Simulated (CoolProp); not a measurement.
Oxygen at 482.04 K and 1.99 MPa is throttled through a valve to 0.927 MPa with no heat exchange. Each further row changes one setting.

Values from CoolProp's reference Helmholtz-energy equation of state, Schmidt 1985.

```csv
case,temperature change (K),final density (kg/m³)
as stated,-0.9,7.40
outlet pressure 0.278 MPa,-1.4,2.23
outlet pressure 1.21 MPa,-0.6,9.65
```

Above 300 K oxygen's equation is extrapolated.
